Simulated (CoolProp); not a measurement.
Carbonyl sulfide at several states: density (kg/m³) from the reference equation and from simpler models built on Tc = 378.8 K, pc = 6369 kPa, ω = 0.098; each cubic takes its own stable root.

The numbers come from the reference Helmholtz-energy equation of state, Lemmon 2006 in CoolProp. It is a short technical equation, of lower accuracy than the large ones.

```json
[
 {"T (K)": "418.3", "p (kPa)": "83.1", "phase": "gas", "reference": "1.440"},
 {"T (K)": "359.7", "p (kPa)": "27.1", "phase": "gas", "reference": "0.5453"},
 {"T (K)": "188.1", "p (kPa)": "2080", "phase": "liquid", "reference": "1249"},
 {"T (K)": "578.7", "p (kPa)": "34600", "phase": "supercritical", "reference": "504.3"},
 {"T (K)": "305.8", "p (kPa)": "159", "phase": "gas", "reference": "3.819"},
 {"T (K)": "441.4", "p (kPa)": "6590", "phase": "supercritical", "reference": "143.0"}
]
```

**Question.** How far does each simpler model (van der Waals, Redlich-Kwong, Soave-Redlich-Kwong, Peng-Robinson) lie from the reference over these 6 states: mean and median of the absolute difference, and the worst?

**Answer.** 
- van der Waals: mean 7.0 %, median 1.0 %, worst -35.8 % at 188.1 K and 2080 kPa
- Redlich-Kwong: mean 1.1 %, median 0.4 %, worst -4.9 % at 188.1 K and 2080 kPa
- Soave-Redlich-Kwong: mean 2.1 %, median 0.5 %, worst -6.7 % at 578.7 K and 34600 kPa
- Peng-Robinson: mean 1.6 %, median 0.1 %, worst +6.8 % at 188.1 K and 2080 kPa
